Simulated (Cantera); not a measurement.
A diamond (100) surface in a fixed gas of H2 with x(CH4) = 0.0076, x(H) = 0.00058, x(CH3) = 3.4e-05, 0.0300 bar; coverages are run to steady state.

Detailed kinetics in Cantera: the Harris–Goodwin 1993 mechanism for the reconstructed diamond (100) surface.

θ: site fractions in the mechanism's names (c6HH fully hydrogenated, c6H* and c6*H radical sites, c6** diradical, c6HM methylated).

```json
[
 {"T (K)": "900", "growth (µm/h)": "?", "θ c6HH": "0.656", "θ c6H*": "0.00984", "θ c6*H": "0.276", "θ c6**": "0.00389", "θ c6HM": "0.0443"},
 {"T (K)": "950", "growth (µm/h)": "0.342", "θ c6HH": "0.620", "θ c6H*": "0.0134", "θ c6*H": "0.319", "θ c6**": "0.00582", "θ c6HM": "0.0319"},
 {"T (K)": "1000", "growth (µm/h)": "0.326", "θ c6HH": "0.588", "θ c6H*": "0.0176", "θ c6*H": "0.360", "θ c6**": "0.00822", "θ c6HM": "0.0191"},
 {"T (K)": "1050", "growth (µm/h)": "?", "θ c6HH": "0.557", "θ c6H*": "0.0222", "θ c6*H": "0.397", "θ c6**": "0.0110", "θ c6HM": "0.00854"},
 {"T (K)": "1100", "growth (µm/h)": "?", "θ c6HH": "0.528", "θ c6H*": "0.0269", "θ c6*H": "0.426", "θ c6**": "0.0138", "θ c6HM": "0.00302"},
 {"T (K)": "1150", "growth (µm/h)": "?", "θ c6HH": "0.502", "θ c6H*": "0.0316", "θ c6*H": "0.448", "θ c6**": "0.0164", "θ c6HM": "0.000973"},
 {"T (K)": "1200", "growth (µm/h)": "?", "θ c6HH": "0.481", "θ c6H*": "0.0362", "θ c6*H": "0.463", "θ c6**": "0.0187", "θ c6HM": "0.000313"},
 {"T (K)": "1250", "growth (µm/h)": "0.0621", "θ c6HH": "0.466", "θ c6H*": "0.0405", "θ c6*H": "0.472", "θ c6**": "0.0205", "θ c6HM": "0.000103"},
 {"T (K)": "1300", "growth (µm/h)": "?", "θ c6HH": "0.457", "θ c6H*": "0.0446", "θ c6*H": "0.476", "θ c6**": "0.0217", "θ c6HM": "3.46e-5"},
 {"T (K)": "1350", "growth (µm/h)": "?", "θ c6HH": "0.454", "θ c6H*": "0.0482", "θ c6*H": "0.475", "θ c6**": "0.0225", "θ c6HM": "1.20e-5"},
 {"T (K)": "1400", "growth (µm/h)": "?", "θ c6HH": "0.455", "θ c6H*": "0.0514", "θ c6*H": "0.471", "θ c6**": "0.0227", "θ c6HM": "4.43e-6"}
]
```

**Question.** Fill in the missing entries.

**Answer.** 
- 900, growth (µm/h): 0.286
- 1050, growth (µm/h): 0.229
- 1100, growth (µm/h): 0.134
- 1150, growth (µm/h): 0.0845
- 1200, growth (µm/h): 0.0673
- 1300, growth (µm/h): 0.0536
- 1350, growth (µm/h): 0.0359
- 1400, growth (µm/h): 0.0185
